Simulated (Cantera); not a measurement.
A freely propagating, adiabatic, planar premixed flame of 37.1 % H₂, 13.2 % O₂, 49.7 % N₂, unburnt at 375 K and 1.00 bar; mixture-averaged transport, grid criteria slope 0.08 and curve 0.16, no radiation.

Model: the H2/O2 subset of GRI-Mech 3.0, which has no nitrogen chemistry, integrated in Cantera. Burning velocities carry a grid error of a few per cent, more on coarse grids.

Question: Predict: laminar burning velocity; thermal thickness; peak x(OH); peak x(H₂O₂); peak x(H).

Answer: 
```
Quantity                     Value
------------------------  --------
laminar burning velocity  419 cm/s
thermal thickness         0.367 mm
peak x(OH)                  0.0106
peak x(H₂O₂)               8.45e-5
peak x(H)                   0.0736
```
